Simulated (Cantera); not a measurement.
# Thermodynamics of silicon oxide and oxynitride deposition, feed HMDSO + N2O + N2

Feed: 1 mol HMDSO, 0.24 mol N2O, a varied amount of N2, held at 648 K and 1.40 mbar.

These are equilibrium values from Cantera (NASA tables, ideal gas, pure condensed phases), not measurements of a reactor. Candidate condensed phases: C, C6H6, C7H8, C8H18, H2O, Si, SiC, SiO2, Si2N2O, Si3N4; 151 gas species. The feed counts by its element totals alone. Rates play no part.

```json
[
 {"n(N2) (mol)": "11", "log p N2": "-3.12", "log p H2": "-3.20", "log p CH4": "-4.96", "log p NH3": "-8.07", "log p H2O": "-9.31", "log p CO": "-9.56", "n C(graphite)": "5.85", "n SiO2(α-quartz)": "0.160", "n Si2N2O(s)": "0.920"},
 {"n(N2) (mol)": "22", "log p N2": "-3.01", "log p H2": "-3.39", "log p CH4": "-5.34", "log p NH3": "-8.30", "log p H2O": "-9.47", "log p CO": "-9.52", "n C(graphite)": "5.90", "n SiO2(α-quartz)": "0.160", "n Si2N2O(s)": "0.920"},
 {"n(N2) (mol)": "33", "log p N2": "-2.96", "log p H2": "-3.52", "log p CH4": "-5.61", "log p NH3": "-8.48", "log p H2O": "-9.59", "log p CO": "-9.50", "n C(graphite)": "5.93", "n SiO2(α-quartz)": "0.160", "n Si2N2O(s)": "0.920"},
 {"n(N2) (mol)": "44", "log p N2": "-2.94", "log p H2": "-3.62", "log p CH4": "-5.81", "log p NH3": "-8.62", "log p H2O": "-9.68", "log p CO": "-9.50", "n C(graphite)": "5.94", "n SiO2(α-quartz)": "0.160", "n Si2N2O(s)": "0.920"},
 {"n(N2) (mol)": "55", "log p N2": "-2.92", "log p H2": "-3.71", "log p CH4": "-5.97", "log p NH3": "-8.73", "log p H2O": "-9.76", "log p CO": "-9.49", "n C(graphite)": "5.95", "n SiO2(α-quartz)": "0.160", "n Si2N2O(s)": "0.920"},
 {"n(N2) (mol)": "66", "log p N2": "-2.91", "log p H2": "-3.77", "log p CH4": "-6.11", "log p NH3": "-8.83", "log p H2O": "-9.82", "log p CO": "-9.49", "n C(graphite)": "5.96", "n SiO2(α-quartz)": "0.160", "n Si2N2O(s)": "0.920"},
 {"n(N2) (mol)": "77", "log p N2": "-2.90", "log p H2": "-3.83", "log p CH4": "-6.23", "log p NH3": "-8.92", "log p H2O": "-9.88", "log p CO": "-9.48", "n C(graphite)": "5.96", "n SiO2(α-quartz)": "0.160", "n Si2N2O(s)": "0.920"},
 {"n(N2) (mol)": "89", "log p N2": "-2.90", "log p H2": "-3.89", "log p CH4": "-6.35", "log p NH3": "-9.00", "log p H2O": "-9.93", "log p CO": "-9.48", "n C(graphite)": "5.97", "n SiO2(α-quartz)": "0.160", "n Si2N2O(s)": "0.920"},
 {"n(N2) (mol)": "100", "log p N2": "-2.89", "log p H2": "-3.94", "log p CH4": "-6.44", "log p NH3": "-9.07", "log p H2O": "-9.98", "log p CO": "-9.48", "n C(graphite)": "5.97", "n SiO2(α-quartz)": "0.160", "n Si2N2O(s)": "0.920"},
 {"n(N2) (mol)": "110", "log p N2": "-2.89", "log p H2": "-3.98", "log p CH4": "-6.51", "log p NH3": "-9.12", "log p H2O": "-10.01", "log p CO": "-9.48", "n C(graphite)": "5.97", "n SiO2(α-quartz)": "0.160", "n Si2N2O(s)": "0.920"},
 {"n(N2) (mol)": "120", "log p N2": "-2.89", "log p H2": "-4.01", "log p CH4": "-6.58", "log p NH3": "-9.17", "log p H2O": "-10.05", "log p CO": "-9.48", "n C(graphite)": "5.98", "n SiO2(α-quartz)": "0.160", "n Si2N2O(s)": "0.920"},
 {"n(N2) (mol)": "130", "log p N2": "-2.88", "log p H2": "-4.04", "log p CH4": "-6.65", "log p NH3": "-9.22", "log p H2O": "-10.08", "log p CO": "-9.48", "n C(graphite)": "5.98", "n SiO2(α-quartz)": "0.160", "n Si2N2O(s)": "0.920"}
]
```
log p: log10 of the partial pressure in bar; n: condensed amount in mol.

From 11 mol N2 to 130 mol N2 the condensed part is C(graphite) + SiO2(α-quartz) + Si2N2O(s).
